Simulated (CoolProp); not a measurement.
Values from CoolProp's reference Helmholtz-energy equation of state, Schroeder 2014.

Question: Give the vapour pressure (MPa), vapour density (kg/m³), vapour viscosity (µPa s) of saturated ethanol at 301.1 K.

Answer: 
```tsv
T (K)	p (MPa)	vapour density (kg/m³)	vapour viscosity (µPa s)
301.1	0.00933	0.173	8.86
```

Viscosity comes from a separate model (Kiselev 2005).
